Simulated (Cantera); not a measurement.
What does this Cantera script print?

```python
import numpy as np
import cantera as ct

gas_names = """
    H H2 Si SiH SiH2 SiH3 SiH4 Si2 Si3
""".split()
cond_names = """
    Si(cr) Si(L)
""".split()


# ... load() reads the species with a 1 bar reference pressure and builds the phases ...
atoms = {
    'Si': {'Si': 1},
    'H2': {'H': 2},
}
top_T = {}  # K; cautious upper limits of use, not melting points


# ... equilibrate(T, P, feed) seeds the gas with the atoms and calls Mixture.equilibrate('TP', solver="vcs", rtol=1e-11, max_steps=5000) ...
results = []
feed = {'Si': 1, 'H2': 9.5}  # mol
T = 1100  # K
P = 24000  # Pa
mix = equilibrate(T, P, feed)
results.append((T, P, feed, dict(zip(mix.species_names, mix.species_moles))))
x = sorted(zip(gas.X, gas.species_names), reverse=True)
print(f"T = {T:g} K  P = {P:g} Pa  gas = {mix.phase_moles(0):.4g} mol")
print("   x: " + "  ".join(f"{s} {v:.3e}" for v, s in x if v > 0.0001))
print("   condensed (mol): " + ("  ".join(f"{mix.phase(i).name} {mix.phase_moles(i):.4g}"
      for i in range(1, mix.n_phases) if mix.phase_moles(i) > 1e-12) or "none"))
```

Result:

```
T = 1100 K  P = 24000 Pa  gas = 9.5 mol
   x: H2 1.000e+00
   condensed (mol): Si(cr) 1
```

These are equilibrium values from Cantera (NASA tables, ideal gas, pure condensed phases), not measurements of a reactor.
